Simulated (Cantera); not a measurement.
A closed system holds: 1 mol MgCO3, 1.1 mol SO2, 0.038 mol H2O, equilibrated at 748 K and 0.100 bar.

Equilibrium computed with Cantera from the NASA thermochemical tables; the gas is ideal and each condensed phase is pure. Candidate condensed phases: C, C6H6, C7H8, C8H18, H2O, H2SO4, Mg, MgCO3, MgO, Mg(OH)2, MgS, MgSO4, S; 130 gas species. Gases not in the tables: S3 to S7. Equilibrium is a limit: real reactors are often held back by kinetics, nucleation or transport.

Base state: CO2 0.552, SO2 0.391, S2 0.0334, H2O 0.0196, S2O 0.00188, H2S 0.00145, COS 0.000221, CO 2.24e-5 (mole fractions); condensed: MgO(s) + MgSO4(s).

**Question.** What changes in the equilibrium state with this change: pressure from 0.100 bar to 0.133 bar?

**Answer.** 
```
species          before     after
-------------  --------  --------
CO2               0.552     0.596
SO2               0.391     0.329
S2               0.0334    0.0498
H2O              0.0196    0.0203
S8              1.71e-5  0.000200
COS            0.000221  0.000377
H2S             0.00145   0.00237
S2O             0.00188   0.00250
MgO(s), mol       0.738     0.634
MgSO4(s), mol     0.262     0.366
```
